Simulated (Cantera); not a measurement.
## Gas activation for diamond growth

A perfectly stirred reactor is fed with CH₄ : H₂ : N₂ = 0.024 : 1 : 0.00015 (molar parts), at 0.200 bar; it is held at 1648 K, and followed from long to short residence time.

Model: GRI-Mech 3.0 (53 species, 325 reactions), integrated in Cantera. GRI-Mech 3.0 stops at C3 and has no aromatics, soot or wall deposition, so with more carbon than oxygen in the feed, carbon stays in small species such as C2H2 where larger ones or solid carbon would form.

```csv
τ (s),x CH₄,x H₂,x C₂H,x CH₃,x C₂H₂
2.0,0.0123,0.982,4.50e-9,4.92e-5,0.00531
0.73,0.0163,0.980,2.85e-9,6.41e-5,0.00340
0.26,0.0197,0.978,1.44e-9,7.66e-5,0.00174
0.093,0.0218,0.977,5.91e-10,8.34e-5,0.000726
0.033,0.0228,0.977,1.96e-10,8.41e-5,0.000249
0.012,0.0232,0.976,4.84e-11,7.80e-5,6.76e-5
0.0043,0.0233,0.976,5.46e-12,6.12e-5,9.79e-6
0.0015,0.0234,0.976,<1e-12,3.35e-5,3.50e-7
0.00055,0.0234,0.976,<1e-12,1.39e-5,4.73e-9
0.00020,0.0234,0.976,<1e-12,5.17e-6,5.59e-11
```
x: mole fraction; the columns are a selection and need not sum to one.
